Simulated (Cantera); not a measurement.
Reactions in the system C-O-Ta

Cantera with NASA thermochemical tables; ideal gases at 1 bar, condensed phases pure. Values are per mole of reaction as written; species without (g) are pure solids or liquids, kept so even where they would boil at 1 bar. TaC: taken at fixed stoichiometry.

4 TaC + 7 O₂(g) = 2 Ta₂O₅ + 4 CO(g)

```csv
T (K),ΔH° (kJ),ΔS° (J/K),ΔG° (kJ),log10 K
1573,-3900.2,-457.9,-3179.9,105.59
1623,-3897.8,-456.4,-3157.0,101.60
1673,-3895.5,-455.0,-3134.3,97.86
1723,-3893.2,-453.6,-3111.5,94.33
1773,-3890.9,-452.4,-3088.9,91.00
```

CO(g) + 2 TaO₂(g) = Ta₂O₅ + C

```json
[
 {"T (K)": "1573", "ΔH° (kJ)": "-1464.3", "ΔS° (J/K)": "-528.0", "ΔG° (kJ)": "-633.9", "log10 K": "21.05"},
 {"T (K)": "1623", "ΔH° (kJ)": "-1461.0", "ΔS° (J/K)": "-525.8", "ΔG° (kJ)": "-607.5", "log10 K": "19.55"},
 {"T (K)": "1673", "ΔH° (kJ)": "-1457.5", "ΔS° (J/K)": "-523.8", "ΔG° (kJ)": "-581.3", "log10 K": "18.15"},
 {"T (K)": "1723", "ΔH° (kJ)": "-1454.1", "ΔS° (J/K)": "-521.7", "ΔG° (kJ)": "-555.1", "log10 K": "16.83"},
 {"T (K)": "1773", "ΔH° (kJ)": "-1450.6", "ΔS° (J/K)": "-519.7", "ΔG° (kJ)": "-529.1", "log10 K": "15.59"}
]
```
